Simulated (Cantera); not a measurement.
Input (Python, Cantera) and output of one run.

```python
import numpy as np
import cantera as ct

gas_names = [...]  # 130 gases of nasa_gas.yaml made of C, H, Mg, O, S
cond_names = """
    C(gr) C6H6(L) C7H8(L) C8H18(L),n-octa H2O(s) H2O(L) H2SO4(L) Mg(cr) Mg(L) MgCO3(s) MgO(s) MgO(L)
    MgO2H2(s) MgS(s) MgSO4(s) MgSO4(L) S(cr1) S(cr2) S(L)
""".split()


# ... load() reads the species with a 1 bar reference pressure and builds the phases ...
atoms = {
    'MgCO3': {'Mg': 1, 'C': 1, 'O': 3},
    'H2S': {'H': 2, 'S': 1},
    'O2': {'O': 2},
}
top_T = {'C(gr)': 4500, 'MgS(s)': 2250}  # K; cautious upper limits of use, not melting points


# ... equilibrate(T, P, feed) seeds the gas with the atoms and calls Mixture.equilibrate('TP', solver="vcs", rtol=1e-11, max_steps=5000) ...
results = []
feed = {'MgCO3': 1, 'H2S': 0.15, 'O2': 6.1}  # mol
P = 13332.2  # Pa
for T in [675, 725, 775, 825, 875, 925, 975, 1025, 1075, 1125, 1175]:
    mix = equilibrate(T, P, feed)
    results.append((T, P, feed, dict(zip(mix.species_names, mix.species_moles))))
    x = sorted(zip(gas.X, gas.species_names), reverse=True)
    print(f"T = {T:g} K  P = {P:g} Pa  gas = {mix.phase_moles(0):.4g} mol")
    print("   x: " + "  ".join(f"{s} {v:.3e}" for v, s in x if v > 1e-06))
    print("   condensed (mol): " + ("  ".join(f"{mix.phase(i).name} {mix.phase_moles(i):.4g}"
          for i in range(1, mix.n_phases) if mix.phase_moles(i) > 1e-12) or "none"))
```

Output:

```
T = 675 K  P = 13332.2 Pa  gas = 6.95 mol
   x: O2 8.345e-01  CO2 1.439e-01  H2O 2.158e-02
   condensed (mol): MgO(s) 0.85  MgSO4(s) 0.15
T = 725 K  P = 13332.2 Pa  gas = 6.95 mol
   x: O2 8.345e-01  CO2 1.439e-01  H2O 2.158e-02
   condensed (mol): MgO(s) 0.85  MgSO4(s) 0.15
T = 775 K  P = 13332.2 Pa  gas = 6.95 mol
   x: O2 8.345e-01  CO2 1.439e-01  H2O 2.158e-02
   condensed (mol): MgO(s) 0.85  MgSO4(s) 0.15
T = 825 K  P = 13332.2 Pa  gas = 6.95 mol
   x: O2 8.345e-01  CO2 1.439e-01  H2O 2.158e-02
   condensed (mol): MgO(s) 0.85  MgSO4(s) 0.15
T = 875 K  P = 13332.2 Pa  gas = 6.95 mol
   x: O2 8.345e-01  CO2 1.439e-01  H2O 2.158e-02
   condensed (mol): MgO(s) 0.85  MgSO4(s) 0.15
T = 925 K  P = 13332.2 Pa  gas = 6.95 mol
   x: O2 8.345e-01  CO2 1.439e-01  H2O 2.158e-02  SO3 2.531e-06  SO2 1.618e-06
   condensed (mol): MgO(s) 0.85  MgSO4(s) 0.15
T = 975 K  P = 13332.2 Pa  gas = 6.95 mol
   x: O2 8.345e-01  CO2 1.439e-01  H2O 2.158e-02  SO2 1.993e-05  SO3 1.623e-05
   condensed (mol): MgO(s) 0.8503  MgSO4(s) 0.1497
T = 1025 K  P = 13332.2 Pa  gas = 6.953 mol
   x: O2 8.343e-01  CO2 1.438e-01  H2O 2.157e-02  SO2 1.906e-04  SO3 8.623e-05
   condensed (mol): MgO(s) 0.8519  MgSO4(s) 0.1481
T = 1075 K  P = 13332.2 Pa  gas = 6.968 mol
   x: O2 8.331e-01  CO2 1.435e-01  H2O 2.153e-02  SO2 1.466e-03  SO3 3.895e-04
   condensed (mol): MgO(s) 0.8629  MgSO4(s) 0.1371
T = 1125 K  P = 13332.2 Pa  gas = 7.06 mol
   x: O2 8.262e-01  CO2 1.416e-01  H2O 2.125e-02  SO2 9.367e-03  SO3 1.528e-03  OH 1.084e-06
   condensed (mol): MgO(s) 0.9269  MgSO4(s) 0.07308
T = 1175 K  P = 13332.2 Pa  gas = 7.168 mol
   x: O2 8.186e-01  CO2 1.395e-01  H2O 2.093e-02  SO2 1.895e-02  SO3 1.979e-03  OH 2.250e-06
   condensed (mol): MgO(s) 1
```

Cantera equilibrium calculation (NASA polynomials, part measured and part estimated; ideal gas, pure solids and liquids). Mutual solubility and eutectic melting of coexisting phases are not modelled.
